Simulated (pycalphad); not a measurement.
All values are pycalphad results on the COST 507 light-alloy database (1999) (1 atm), not direct measurements. These are 1990s assessments: newer ones move some temperatures and phases. Phase fractions are per mole of atoms.

Question: Give the equilibrium state of Si-0.5645C (wt.%) at 2050 K.

Answer: LIQUID, fraction 0.975, with 0.03 C wt.%; CSI, fraction 0.025, with 30.0 C wt.%.

Question: Give the equilibrium state of Si-0.5645C (wt.%) at 1650 K.

Answer: DIAMOND_A4, fraction 0.974, with <0.01 C wt.%; CSI, fraction 0.026, with 30.0 C wt.%.

Database names, with the compositions (at.%) that they take in these runs: CSI: Si 50 C 50. DIAMOND_A4 is diamond (Si).
